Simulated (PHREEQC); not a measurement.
Solution (77 °C): 0.00014 mol/kgw H2SeO4, 0.0002 mol/kgw H2SO4 and 0.0035 mol/kgw CaCl2. Closed to the air; pH follows from the charge balance.

The numbers come from PHREEQC with the ion-association model, wateq4f.dat.

No solid was allowed to form.

Order these S species by the share of S that they hold, largest first: CaSO4, HSO4-, CaHSO4+, SO4-2.

SO4-2 (64 %), CaSO4 (26 %), HSO4- (9.7 %), CaHSO4+ (0.25 %)

The pH is 3.23 and the ionic strength 0.0112 mol/kgw. At this temperature some constants are extrapolated from 25 °C, and those without enthalpy data are left unchanged.
